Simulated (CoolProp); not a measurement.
Vapour-liquid equilibrium of n-butane (1) + cis-2-butene (2) at 207.2 K; x and y are mole fractions of (1).

Model: multi-fluid Helmholtz-energy mixture model, Bücker 2006 and Lemmon 2005; pair parameters Bell 2016, in CoolProp.

Question: Give the bubble pressure and the first vapour's composition at x = 0.05, 0.5, 0.8. Is there an azeotrope?

Answer: x = 0.05: 0.002482 MPa, y = 0.078; x = 0.5: 0.002965 MPa, y = 0.575; x = 0.8: 0.003188 MPa, y = 0.835. No azeotrope shows between x = 0.05 and 0.95.

Pair parameters are fitted to limited data, so mixtures are less certain than the pure fluids.
